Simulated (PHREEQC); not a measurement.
HF is added in steps, without added water, to 1 kg of water holding 0.092 mol/kgw KH2PO4, 0.00083 mol/kgw Na2B4O7 and 0.00021 mol/kgw KCl, at 20 °C. Oxygen is held at 0.21 atm. CO2 from the air is kept out. Solids allowed: Halite, Sylvite. Others were left out.

Base run: PHREEQC, ion-association model, phreeqc.dat. Each further column changes one thing. The table gives HF (mol/kgw).

```csv
HF added (mol),base,Davies equation for every ion,Debye-Hückel limiting law,database wateq4f.dat,metal-ligand complexes left out
0,0,0,0,0,0
0.002,8.73e-5,8.91e-5,9.42e-5,8.71e-5,8.57e-5
0.005,0.000593,0.000596,0.000600,0.000587,0.000592
0.007,0.000854,0.000857,0.000865,0.000846,0.000854
0.01,0.00120,0.00121,0.00122,0.00119,0.00120
0.012,0.00144,0.00145,0.00146,0.00143,0.00144
0.015,0.00188,0.00188,0.00190,0.00186,0.00188
0.017,0.00226,0.00227,0.00228,0.00223,0.00226
0.02,0.00309,0.00311,0.00310,0.00306,0.00309
0.022,0.00388,0.00391,0.00389,0.00383,0.00388
0.025,0.00537,0.00541,0.00536,0.00527,0.00537
0.027,0.00649,0.00654,0.00648,0.00634,0.00649
0.03,0.00828,0.00835,0.00827,0.00803,0.00828
0.032,0.00953,0.00960,0.00951,0.00919,0.00953
```

Real BF4- forms and hydrolyses slowly; the run takes it at equilibrium. H3PO4, which wateq4f.dat lacks, is added to it with the constant of phreeqc.dat. phreeqc.dat and wateq4f.dat share most of their constants, so their agreement is no independent check. Solids allowed in the column 'database wateq4f.dat': Halite.
